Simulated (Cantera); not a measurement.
Gas mixture: O₂ : N₂O = 0.14 : 0.96 (molar parts), at 825 Torr, frozen composition.

Cantera's kinetic-theory transport with the Lennard-Jones parameters of GRI-Mech 3.0, ideal gas; thermal conductivity in the multicomponent form. The composition is frozen, though it would react at the higher temperatures.

One state of this run: ρ (kg/m³) = 0.803; cp (J/kg/K) = 1139; μ (µPa s) = 31.5; λ (mW/m/K) = 48.4; Pr = 0.741; D (cm²/s) H₂O = 0.811; D (cm²/s) CO₂ = 0.507; D (cm²/s) CH₄ = 0.742. D: mixture-averaged diffusion coefficient of that species in the mixture.

**Question.** Which value of T (K) does it belong to?
(A) 700
(B) 850
(C) 1150
(D) 400

**Answer.** A, 700
